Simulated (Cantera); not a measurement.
A closed system holds: 1 mol Si, 0.85 mol Cl2, 2.4 mol H2, held at 3000 Torr.

Method: chemical equilibrium by Gibbs-energy minimisation in Cantera with the NASA 1993 tables (ideal gas, pure condensed phases). Candidate condensed phases: Si; 19 gas species. Equilibrium is a limit: real reactors are often held back by kinetics, nucleation or transport.

Over these rows the condensed part is Si(s). Partial pressures as log10 of bar:

```tsv
T (K)	1000/T (1/K)	log p HCl	log p H2	log p SiCl4	log p SiHCl3
598	1.6722	-4.03	0.52	-0.44	-0.48
673	1.4859	?	0.52	-0.44	-0.49
748	1.3369	-2.77	0.52	-0.43	-0.50
823	1.2151	-2.31	0.52	-0.43	-0.52
898	1.1136	-1.93	0.52	-0.42	-0.53
973	1.0277	-1.62	0.52	-0.42	-0.54
```

Question: Fit log p(HCl) = a + b·(1000/T) to the five rows, give the apparent enthalpy, and predict the row at 673 K.

Answer: Means: 1000/T = 1.2731, log p = -2.532. Sxy = -0.945736, Sxx = 0.2523767, so b = -3.75 and a = -2.532 − (-3.75)×1.2731 = 2.24.
Apparent enthalpy: −19.145 × (-3.75) = 72 kJ/mol. With the condensed phases at unit activity, 1/2 H2(g) + 1/4 SiCl4(g) = HCl(g) + 1/4 Si(s) links this pressure to the main gases: over the six rows their terms move log p by +0.01 in all, so the slope is close to that reaction's ΔH°. The five rows lie within 0.01 of the line.
Prediction at 673 K: 2.24 + (-3.75)×1.4859 = -3.33. The computed value is -3.32, 0.01 from the line.
